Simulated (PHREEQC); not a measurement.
Solution (60 °C): 0.035 mol HF, 0.042 mol NaF and 3e-07 mol H4SiO4 per kg of water. Closed to the air; pH follows from the charge balance.

Equilibrium calculation in PHREEQC: ion-association model, phreeqc.dat.

Each row changes one thing in this solution. No solid was allowed to form.

```tsv
case	pH	ionic strength (mol/kgw)	F- (mol/kgw)	HF (mol/kgw)	HF2- (mol/kgw)	NaF (mol/kgw)	SI of Quartz (SiO2)
as made	3.47	0.0418	0.0370	0.0298	0.00484	0.000585	-9.26
HF left out	7.50	0.0413	0.0413	3.12e-6	5.66e-7	___	-3.00
diluted 10-fold with water	___	0.00447	___	0.00316	6.12e-5	9.11e-6	-4.56
temperature from 60 to 80 °C	3.64	0.0417	0.0369	0.0300	0.00475	0.000574	-8.18
temperature from 60 to 15 °C	3.12	0.0423	0.0382	0.0301	0.00403	___	-11.82
```

Q: Fill in the missing entries.

A: 
- HF left out, NaF (mol/kgw): 0.000654
- diluted 10-fold with water, pH: 3.58
- diluted 10-fold with water, F- (mol/kgw): 0.00441
- temperature from 60 to 15 °C, NaF (mol/kgw): 0.000622

At this temperature some constants are extrapolated from 25 °C, and those without enthalpy data are left unchanged. SiF6-2 is the database's only silicon fluoride.
